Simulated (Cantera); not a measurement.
A diamond (100) surface in a fixed gas of H2 with x(CH4) = 0.0046, x(CH3) = 1.6e-05, at 1175 K, 13000 Pa; coverages are run to steady state.

Cantera simulation using the Harris–Goodwin 1993 mechanism for the reconstructed diamond (100) surface; the numbers are that mechanism's predictions, not measurements.

θ: site fractions in the mechanism's names (c6HH fully hydrogenated, c6H* and c6*H radical sites, c6** diradical, c6HM methylated).

| x(H) | growth (µm/h) | θ c6HH | θ c6H* | θ c6*H | θ c6** | θ c6HM |
|---|---|---|---|---|---|---|
| 0.0001 | 0.0557 | 0.611 | 0.0264 | 0.356 | 0.00533 | ___ |
| 0.00023 | 0.142 | 0.537 | 0.0312 | 0.420 | 0.0108 | ___ |
| 0.00051 | 0.301 | 0.495 | 0.0336 | 0.453 | 0.0168 | 0.000991 |
| 0.0011 | 0.559 | 0.474 | 0.0348 | 0.468 | 0.0215 | 0.000947 |
| 0.0026 | 0.969 | 0.463 | 0.0354 | 0.476 | 0.0248 | ___ |
| 0.0058 | 1.38 | 0.458 | 0.0358 | 0.479 | 0.0264 | ___ |
| 0.013 | 1.72 | 0.456 | 0.0361 | 0.480 | 0.0272 | ___ |
| 0.029 | 1.93 | 0.455 | 0.0366 | 0.481 | 0.0277 | ___ |
| 0.066 | 2.05 | 0.454 | 0.0377 | 0.480 | 0.0281 | ___ |

Q: What belongs in the gaps?

A: 
- 0.0001, θ c6HM: 0.000720
- 0.00023, θ c6HM: 0.000904
- 0.0026, θ c6HM: 0.000747
- 0.0058, θ c6HM: 0.000495
- 0.013, θ c6HM: 0.000279
- 0.029, θ c6HM: 0.000141
- 0.066, θ c6HM: 6.63e-5
